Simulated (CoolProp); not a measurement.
The fluoroketone C6F12O (FK-5-1-12) along the isobar 62.6 bar: fugacity coefficient from the reference equation and from simpler models built on Tc = 441.8 K, pc = 18.69 bar, ω = 0.471; each cubic takes its own stable root.

Model: reference Helmholtz-energy equation of state, McLinden 2015, in CoolProp.

| T (K) | phase | reference | van der Waals | Redlich-Kwong | Peng-Robinson |
|---|---|---|---|---|---|
| 346.4 | liquid | 0.04939 | 0.1669 | 0.09051 | 0.04865 |
| 357.2 | liquid | 0.06483 | 0.1854 | 0.1090 | 0.06388 |
| 368.1 | liquid | 0.08331 | 0.2047 | 0.1294 | 0.08217 |
| 379 | liquid | 0.1048 | 0.2246 | 0.1514 | 0.1035 |
| 389.8 | liquid | 0.1290 | 0.2448 | 0.1747 | 0.1276 |
| 400.7 | liquid | 0.1562 | 0.2657 | 0.1996 | 0.1548 |
| 411.6 | liquid | 0.1862 | 0.2868 | 0.2256 | 0.1848 |
| 422.4 | liquid | 0.2183 | 0.3080 | 0.2523 | 0.2169 |
| 433.3 | liquid | 0.2528 | 0.3296 | 0.2800 | 0.2515 |
| 444.2 | supercritical | 0.2889 | 0.3512 | 0.3081 | 0.2877 |
| 455 | supercritical | 0.3260 | 0.3727 | 0.3363 | 0.3248 |
| 465.9 | supercritical | 0.3642 | 0.3943 | 0.3649 | 0.3629 |
| 476.8 | supercritical | 0.4026 | 0.4158 | 0.3933 | 0.4011 |
| 487.6 | supercritical | 0.4403 | 0.4369 | 0.4211 | 0.4386 |
